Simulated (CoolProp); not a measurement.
Vapour-liquid equilibrium of n-heptane (1) + n-dodecane (2) at 205.65 °C; x and y are mole fractions of (1).

Values from CoolProp's multi-fluid Helmholtz-energy mixture model, Span 2003 and Lemmon 2004; pair parameters Bell 2016.

Task: Give the bubble pressure and the first vapour's composition at x = 0.05, 0.275, 0.875. Is there an azeotrope?

Result: x = 0.05: 0.1153 MPa, y = 0.338; x = 0.275: 0.3049 MPa, y = 0.787; x = 0.875: 0.9206 MPa, y = 0.981. No azeotrope shows between x = 0.05 and 0.95.

The pair parameters rest on a limited set of measurements; away from them the model extrapolates.
